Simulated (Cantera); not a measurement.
Equilibrium for silicon epitaxy and polysilicon growth: Si₂Cl₆ + HCl + N₂

Charge: 1 mol Si₂Cl₆, 0.049 mol HCl, 87 mol N₂, held at 0.00310 bar.

Cantera equilibrium calculation (NASA polynomials, part measured and part estimated; ideal gas, pure solids and liquids). Candidate condensed phases: NH₄Cl, Si, Si₃N₄; 28 gas species. The feed counts by its element totals alone. N₂ is the only nitrogen source here; it is nearly inert below about 1500 K, so the nitride shown seldom forms there in practice. The tables' values for SiCl₃ are old estimates; treat these amounts as uncertain. Equilibrium is a limit: real reactors are often held back by kinetics, nucleation or transport.

From 1073 K to 1323 K the condensed part is Si₃N₄(s). From 1348 K to 1398 K nothing is condensed. The main Si-bearing gas is SiCl₄ at 1073 K and SiCl₂ at 1398 K.

| T (K) | log p N₂ | log p SiCl₄ | log p SiCl₂ | log p SiCl₃ | log p HCl | log p Cl | log p H₂ | log p SiHCl₃ | n Si₃N₄(s) |
|---|---|---|---|---|---|---|---|---|---|
| 1073 | -2.52 | -4.28 | -7.00 | -6.24 | -5.76 | -9.23 | -8.87 | -9.30 | 0.165 |
| 1098 | -2.52 | -4.28 | -6.69 | -6.06 | -5.76 | -8.98 | -8.89 | -9.24 | 0.164 |
| 1123 | -2.52 | -4.29 | -6.40 | -5.89 | -5.76 | -8.74 | -8.90 | -9.19 | 0.162 |
| 1148 | -2.52 | -4.29 | -6.11 | -5.73 | -5.76 | -8.51 | -8.92 | -9.14 | 0.159 |
| 1173 | -2.52 | -4.30 | -5.85 | -5.57 | -5.77 | -8.29 | -8.93 | -9.10 | 0.154 |
| 1198 | -2.52 | -4.31 | -5.59 | -5.43 | -5.77 | -8.08 | -8.94 | -9.06 | 0.146 |
| 1223 | -2.52 | -4.33 | -5.35 | -5.29 | -5.77 | -7.88 | -8.94 | -9.02 | 0.133 |
| 1248 | -2.52 | -4.36 | -5.13 | -5.17 | -5.77 | -7.69 | -8.94 | -8.99 | 0.115 |
| 1273 | -2.52 | -4.40 | -4.92 | -5.07 | -5.77 | -7.52 | -8.94 | -8.97 | 0.0886 |
| 1298 | -2.52 | -4.46 | -4.73 | -4.98 | -5.77 | -7.35 | -8.92 | -8.96 | 0.0518 |
| 1323 | -2.52 | -4.54 | -4.55 | -4.91 | -5.77 | -7.20 | -8.90 | -8.96 | 0.00395 |
| 1348 | -2.52 | -4.55 | -4.54 | -4.90 | -5.77 | -6.94 | -9.09 | -9.12 | 0 |
| 1373 | -2.52 | -4.55 | -4.55 | -4.88 | -5.77 | -6.68 | -9.30 | -9.28 | 0 |
| 1398 | -2.52 | -4.56 | -4.55 | -4.87 | -5.77 | -6.43 | -9.49 | -9.43 | 0 |
log p: log10 of the partial pressure in bar; n: condensed amount in mol.
